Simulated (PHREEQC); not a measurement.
Synthetic water in mmol/kgw, 70 °C, pH 6.27: Na 241; K 2.33; Ca 4.83; Mg 27.7; Cl 265; S(6) 22.7; Alkalinity (meq/kgw) 0.0927; Br 0.126; Li 1.18.

Valence states are taken as typed.

Equilibrium calculation in PHREEQC: Pitzer model, pitzer.dat.

This is a speciation only: nothing precipitates in the calculation.

Problem. Predict the activity of water, specific conductance, charge-balance error.

Solution. activity of water 0.991; specific conductance 59900 µS/cm; charge-balance error -0.2 %.

Problem. In which forms is C present?

Solution. HCO3- 60 %, CO2 40 % of the C.

Species that the database lacks are ignored. Constants without temperature data keep their 25 °C values here.
